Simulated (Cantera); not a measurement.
Input: 1 mol PbO, 1.6 mol CH₄, 3.4 mol N₂, equilibrated at 750 Torr.

Equilibrium computed with Cantera from the NASA thermochemical tables; the gas is ideal and each condensed phase is pure. Candidate condensed phases: C, C₆H₆, C₇H₈, C₈H₁₈, H₂O, Pb, PbO, PbO₂, Pb₃O₄; 139 gas species. Rates play no part. All values below are at 2050 K.

Base state: N₂ 0.392, H₂ 0.367, CO 0.116, Pb 0.116, HCN 0.00677, H 0.00137, HNC 0.000421, C₂H₂ (acetylene) 0.000390 (mole fractions); condensed: C(graphite).

What changes in the equilibrium state with this change: PbO replaced by Fe₃O₄?


| species | before | after |
|---|---|---|
| N₂ | 0.392 | 0.414 |
| H₂ | 0.367 | 0.264 |
| CO | 0.116 | 0.177 |
| H₂O | 4.12e-6 | 0.125 |
| Pb | 0.116 | 0 |
| CO₂ | 2.74e-7 | 0.0176 |
| Fe | 0 | 0.000630 |
| C₂H₂ (acetylene) | 0.000390 | <1e-9 |
| Fe(OH)₂ | 0 | 6.13e-5 |
| Pb₂ | 5.96e-5 | 0 |
| CH₄ | 5.03e-5 | <1e-9 |
| OH | 1.69e-9 | 6.02e-5 |
| C(graphite), mol | 0.531 | 0 |
| Fe(l), mol | 0 | 1.77 |
| FeO(l), mol | 0 | 1.23 |
Each liquid is taken as pure. Mutual solubility and eutectic melting of coexisting phases are not modelled. The tables' stoichiometric FeO is somewhat more stable than real wüstite, so its field is too wide. FeO: taken at fixed stoichiometry. Further candidate phases: Fe, Fe(CO)₅, FeO, Fe(OH)₂, Fe(OH)₃, Fe₂O₃, Fe₃O₄.
